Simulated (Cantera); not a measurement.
An isothermal, constant-pressure homogeneous reactor starts with CH4 : H2 = 1 : 81 (molar parts), at 1600 K and 480 Torr.

Computed with Cantera and GRI-Mech 3.0 (53 species, 325 reactions). GRI-Mech 3.0 stops at C3 and has no aromatics, soot or wall deposition, so with more carbon than oxygen in the feed, carbon stays in small species such as C2H2 where larger ones or solid carbon would form.

x: mole fraction; the columns are a selection and need not sum to one.

| t (s) | x CH4 | x H2 | x C2H6 | x H | x CH2 | x CH3 |
|---|---|---|---|---|---|---|
| 0.000200 | 0.0122 | 0.988 | 2.23e-9 | 8.40e-6 | 1.67e-11 | 2.12e-6 |
| 0.000412 | 0.0122 | 0.988 | 1.56e-8 | 1.70e-5 | 6.85e-11 | 4.28e-6 |
| 0.000850 | 0.0122 | 0.988 | (withheld) | (withheld) | 2.53e-10 | (withheld) |
| 0.00175 | 0.0122 | 0.988 | 2.45e-7 | 5.36e-5 | 6.75e-10 | 1.34e-5 |
| 0.00361 | 0.0122 | 0.988 | 3.60e-7 | 6.53e-5 | 1.00e-9 | 1.63e-5 |
| 0.00744 | 0.0122 | 0.988 | 3.76e-7 | 6.66e-5 | 1.04e-9 | 1.66e-5 |
| 0.0153 | 0.0121 | 0.988 | 3.76e-7 | 6.66e-5 | 1.04e-9 | 1.66e-5 |
| 0.0316 | 0.0121 | 0.988 | 3.75e-7 | 6.67e-5 | 1.04e-9 | 1.65e-5 |
| 0.0652 | 0.0120 | 0.988 | 3.73e-7 | 6.67e-5 | 1.03e-9 | 1.64e-5 |
| 0.134 | 0.0118 | 0.988 | 3.70e-7 | 6.68e-5 | 1.01e-9 | 1.61e-5 |
| 0.277 | 0.0114 | 0.988 | 3.63e-7 | 6.69e-5 | 9.82e-10 | 1.56e-5 |
| 0.571 | 0.0107 | 0.988 | 3.54e-7 | 6.71e-5 | 9.31e-10 | 1.48e-5 |
| 1.18 | 0.00977 | 0.989 | 3.45e-7 | 6.74e-5 | 8.58e-10 | 1.35e-5 |
| 2.43 | 0.00883 | 0.989 | 3.40e-7 | 6.78e-5 | 7.85e-10 | 1.23e-5 |
| 5.00 | 0.00834 | 0.990 | 3.39e-7 | 6.80e-5 | 7.47e-10 | 1.16e-5 |

**Question.** Fill in the missing entries.

**Answer.** 
- 0.000850, x C2H6: 8.23e-8
- 0.000850, x H: 3.28e-5
- 0.000850, x CH3: 8.22e-6
